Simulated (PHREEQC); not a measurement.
Make-up at 20 °C: 55 mmol/kgw CuSO4 and 94 mmol/kgw HCl. Closed to the air; pH follows from the charge balance.

Computed with PHREEQC (ion-association model, wateq4f.dat).

**Question.** The ionic strength comes out as 0.207 mol/kgw. What activity coefficients do Cl-, Cu+2, CuCl+, H+, SO4-2 get?

**Answer.** Cl- 0.71, Cu+2 0.33, CuCl+ 0.72, H+ 0.80, SO4-2 0.29.

No solid was allowed to form.
